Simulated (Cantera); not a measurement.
## Aluminium and copper etching: Cu + F₂ + H₂

Input: 1 mol Cu, 5.7 mol F₂, 1.5 mol H₂, at 1.33 mbar.

Method: chemical equilibrium by Gibbs-energy minimisation in Cantera with the NASA 1993 tables (ideal gas, pure condensed phases). Candidate condensed phases: Cu, CuF₂; 15 gas species. Kinetics and transport are ignored.

```csv
T (°C),x F,x F₂,x HF,x CuF₂,x H₂F₂,n CuF₂(s)
200,3.58e-5,0.516,0.484,<1e-12,6.44e-7,1.00
250,0.000254,0.516,0.484,<1e-12,3.16e-7,1.00
300,0.00129,0.515,0.484,<1e-12,1.74e-7,1.00
350,0.00502,0.512,0.483,5.55e-11,1.05e-7,1.00
400,0.0160,0.504,0.480,2.44e-9,6.80e-8,1.00
450,0.0428,0.484,0.474,6.25e-8,4.58e-8,1.00
500,0.0985,0.441,0.460,1.04e-6,3.14e-8,1.000
550,0.195,0.368,0.437,1.20e-5,2.14e-8,1.000
600,0.329,0.267,0.404,0.000104,1.43e-8,0.999
650,0.470,0.159,0.370,0.000703,9.62e-9,0.994
700,0.574,0.0790,0.343,0.00387,6.81e-9,0.966
```
x: gas mole fraction; n: condensed amount in mol.

From 200 °C to 700 °C the condensed part is CuF₂(s).
